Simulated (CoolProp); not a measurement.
A single-stage vapour-compression cycle with ammonia: evaporating at 217.15 K (dew point), condensing at 259.15 K (bubble point), superheat 5 K, subcooling 0 K, compressor efficiency 0.75, no pressure losses. Each further row changes one setting.

Values from CoolProp's reference Helmholtz-energy equation of state, Gao 2020.

```csv
case,cooling COP,pressure ratio,discharge temperature (K),refrigerating effect (kJ/kg),volumetric capacity (kJ/m³)
as stated,3.10,8.72,412.4,1260,331
evaporating temperature 222.15 K,3.71,6.41,388.4,1270,444
condensing temperature 254.15 K,?,7.03,390.3,1280,337
subcooling 5 K,?,8.72,412.4,1280,337
superheat 15 K,?,8.72,429.2,1280,321
compressor efficiency 0.65,2.69,8.72,438.9,1260,331
```

Question: What belongs in the gaps?

Answer: 
- condensing temperature 254.15 K, cooling COP: 3.60
- subcooling 5 K, cooling COP: 3.16
- superheat 15 K, cooling COP: 3.02
